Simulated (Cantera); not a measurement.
Input: 1 mol Si2Cl6, 17 mol N2, 11 mol NH3, at 0.000210 bar.

These are equilibrium values from Cantera (NASA tables, ideal gas, pure condensed phases), not measurements of a reactor. Candidate condensed phases: NH4Cl, Si, Si3N4; 28 gas species. The feed counts by its element totals alone. The tables' values for SiCl, SiCl3 are old estimates; treat these amounts as uncertain. Equilibrium is a limit: real reactors are often held back by kinetics, nucleation or transport. All values below are at 1648 K.

Base state: N2 0.534, H2 0.358, HCl 0.0629, SiCl2 0.0392, H 0.00368, Si 0.00123, Cl 0.000506, SiCl 0.000432 (mole fractions); condensed: Si(s).

Question: What changes in the equilibrium state with this change: pressure from 0.000210 bar to 0.000600 bar?

Answer: 
| species | before | after |
|---|---|---|
| N2 | 0.534 | 0.535 |
| H2 | 0.358 | 0.360 |
| HCl | 0.0629 | 0.0631 |
| H | 0.00368 | 0.00218 |
| SiCl2 | 0.0392 | 0.0393 |
| Si | 0.00123 | 0.000429 |
| SiCl3 | 6.26e-5 | 0.000106 |
| Si2N | 1.65e-5 | 9.78e-6 |
| Si(s), mol | 0.273 | 0.310 |
